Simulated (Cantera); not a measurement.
A perfectly stirred reactor is fed with H2 : O2 : N2 : H2O = 1 : 0.617 : 7.41 : 1.1 (molar parts), at 3750 Torr; it is adiabatic with a 625 K inlet, and is followed from long to short residence time, starting on the burning branch (τ in s: 0.43, 0.15, 0.05, 0.017, 0.0057, 0.0019, 0.00065, 0.00022, 7.4e-05, 2.5e-05).

Detailed kinetics in Cantera: the H2/O2 subset of GRI-Mech 3.0, which has no nitrogen chemistry. The hydrogen kinetics of GRI-Mech 3.0 are dated; newer H2 mechanisms differ, most at raised pressure.

```tsv
quantity	before	after
blow-out, bracketed by the residence times tried	burning at 1.90 ms, out at 0.650 ms	burning at 74.0 µs, out at 25.0 µs
x(H2) at τ = 0.430 s	0.000116	0.0266
x(O2) at τ = 0.430 s	0.0122	4.29e-5
x(H2O) at τ = 0.430 s	0.218	0.233
x(HO2) at τ = 0.430 s	3.04e-6	1.67e-7
x(O) at τ = 0.430 s	4.71e-7	9.87e-8
x(H2) at τ = 1.90 ms	0.00557	0.0277
x(O2) at τ = 1.90 ms	0.0148	0.000802
x(H2O) at τ = 1.90 ms	0.212	0.231
x(HO2) at τ = 1.90 ms	5.68e-5	3.81e-6
x(O) at τ = 1.90 ms	2.35e-5	1.69e-5
```

Question: What was changed between the two runs?
(A) H2O 1.1 to 1.8 parts
(B) H2 1 to 1.5 parts
(C) pressure from 3750 Torr to 2480 Torr
(D) N2 7.41 to 11 parts

Answer: B, H2 1 to 1.5 parts
